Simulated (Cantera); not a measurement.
Mixture: H2 : O2 : N2 : H2O = 1 : 0.588 : 2.21 : 0.31 (molar parts), equivalence ratio 0.85, at 1950 Torr, adiabatic and at constant pressure. Ignition delay is the time to a rise of 400 K.

Computed with Cantera and the H2/O2 subset of GRI-Mech 3.0, which has no nitrogen chemistry. The hydrogen kinetics of GRI-Mech 3.0 are dated; newer H2 mechanisms differ, most at raised pressure. Below about 950 K walls govern HO2 and H2O2 in real vessels.

Problem. Predict: delay at 900 K; delay at 975 K; delay at 1050 K; delay at 1125 K; delay at 1200 K; delay at 1275 K.

Solution. 
| Property | Value |
|---|---|
| delay at 900 K | 0.296 s |
| delay at 975 K | 36.0 ms |
| delay at 1050 K | 4.30 ms |
| delay at 1125 K | 0.189 ms |
| delay at 1200 K | 30.9 µs |
| delay at 1275 K | 16.4 µs |
